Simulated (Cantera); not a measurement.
A closed system holds: 1 mol Si(CH₃)₄, 0.24 mol HCl, 16 mol H₂, equilibrated at 2073 K and 0.200 bar.

Equilibrium computed with Cantera from the NASA thermochemical tables; the gas is ideal and each condensed phase is pure. Candidate condensed phases: C, C₆H₆, C₇H₈, C₈H₁₈, Si, SiC; 109 gas species. Gases not in the tables: Si₂H₆ and higher silanes. Equilibrium is a limit: real reactors are often held back by kinetics, nucleation or transport.

Base state: H₂ 0.982, HCl 0.0107, H 0.00583, C₂H₂ (acetylene) 0.00120, CH₄ 6.79e-5, Cl 4.68e-5, Si 3.55e-5, SiCl₂ 1.82e-5 (mole fractions); condensed: C(graphite) + SiC(s).

### Question
What changes in the equilibrium state with this change: Si(CH₃)₄ replaced by (CH₃)₂SiCl₂?

### Answer
| species | before | after |
|---|---|---|
| H₂ | 0.982 | 0.885 |
| HCl | 0.0107 | 0.106 |
| H | 0.00583 | 0.00553 |
| SiCl₂ | 1.82e-5 | 0.00198 |
| SiCl₃ | 1.57e-8 | 1.79e-5 |
| SiCl | 3.61e-6 | 3.77e-5 |
| C(graphite), mol | 2.95 | 0.997 |
| SiC(s), mol | 0.998 | 0.957 |
The feed counts by its element totals alone. The tables' values for SiCl, SiCl₃ are old estimates; treat these amounts as uncertain.
